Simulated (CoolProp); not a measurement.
Properties of R245ca along the isotherm 450 K (Tc = 447.6 K, pc = 3.941 MPa, ω = 0.355).

Model: reference Helmholtz-energy equation of state, Zhou 2016, in CoolProp.

```json
[
 {"p (MPa)": "0.0316", "phase": "gas", "density (kg/m³)": "1.135"},
 {"p (MPa)": "0.0464", "phase": "gas", "density (kg/m³)": "1.669"},
 {"p (MPa)": "0.0681", "phase": "gas", "density (kg/m³)": "2.455"},
 {"p (MPa)": "0.1", "phase": "gas", "density (kg/m³)": "3.615"},
 {"p (MPa)": "0.147", "phase": "gas", "density (kg/m³)": "5.336"},
 {"p (MPa)": "0.215", "phase": "gas", "density (kg/m³)": "7.853"},
 {"p (MPa)": "0.316", "phase": "gas", "density (kg/m³)": "11.65"},
 {"p (MPa)": "0.464", "phase": "gas", "density (kg/m³)": "17.35"},
 {"p (MPa)": "0.681", "phase": "gas", "density (kg/m³)": "26.00"},
 {"p (MPa)": "1", "phase": "gas", "density (kg/m³)": "39.47"},
 {"p (MPa)": "1.47", "phase": "gas", "density (kg/m³)": "61.24"},
 {"p (MPa)": "2.15", "phase": "gas", "density (kg/m³)": "98.37"},
 {"p (MPa)": "3.16", "phase": "gas", "density (kg/m³)": "178.0"},
 {"p (MPa)": "4.64", "phase": "supercritical", "density (kg/m³)": "770.8"},
 {"p (MPa)": "6.81", "phase": "supercritical", "density (kg/m³)": "898.2"},
 {"p (MPa)": "10", "phase": "supercritical", "density (kg/m³)": "971.3"}
]
```
